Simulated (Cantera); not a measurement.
Charge: 1 mol TiN, 72 mol HCl, 6.2 mol H₂, 13 mol O₂, equilibrated at 1075 K.

Method: chemical equilibrium by Gibbs-energy minimisation in Cantera with the NASA 1993 tables (ideal gas, pure condensed phases). Candidate condensed phases: H₂O, NH₄Cl, Ti, TiCl₂, TiCl₃, TiCl₄, TiN, TiO, TiO₂, Ti₂O₃, Ti₃O₅, Ti₄O₇; 38 gas species. Condensed phases not in the tables: TiOCl. Rates play no part.

**Question.** At 46.0 Pa, list the 6 most abundant gas species with their mole fractions, and the condensed phases.

**Answer.** HCl 0.799, O₂ 0.0955, H₂O 0.0840, Cl₂ 0.0104, N₂ 0.00573, Cl 0.00524. Condensed: TiO₂(rutile).
